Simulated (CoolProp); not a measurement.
Vapour-liquid equilibrium of isopentane (1) + toluene (2) at 15.35 °C; x and y are mole fractions of (1).

Model: multi-fluid Helmholtz-energy mixture model, Lemmon 2006 and Lemmon 2006; pair parameters Bell 2016, in CoolProp.

| x | bubble pressure (kPa) | y at the bubble point | dew pressure at overall composition x (kPa) | liquid density (mol/L) |
|---|---|---|---|---|
| 0.05 | 6.775 | 0.682 | 2.378 | 9.422 |
| 0.15 | 15.80 | 0.877 | 2.651 | 9.355 |
| 0.25 | 24.22 | 0.928 | 2.994 | 9.284 |
| 0.35 | 31.60 | 0.951 | 3.439 | 9.209 |
| 0.45 | 37.84 | 0.964 | 4.039 | 9.131 |
| 0.55 | 43.10 | 0.972 | 4.892 | 9.049 |
| 0.65 | 47.70 | 0.978 | 6.203 | 8.965 |
| 0.75 | 52.01 | 0.984 | 8.474 | 8.878 |
| 0.85 | 56.47 | 0.989 | 13.37 | 8.790 |
| 0.95 | 61.52 | 0.996 | 31.30 | 8.702 |

No azeotrope shows between x = 0.05 and 0.95.

Pair parameters are fitted to limited data, so mixtures are less certain than the pure fluids.
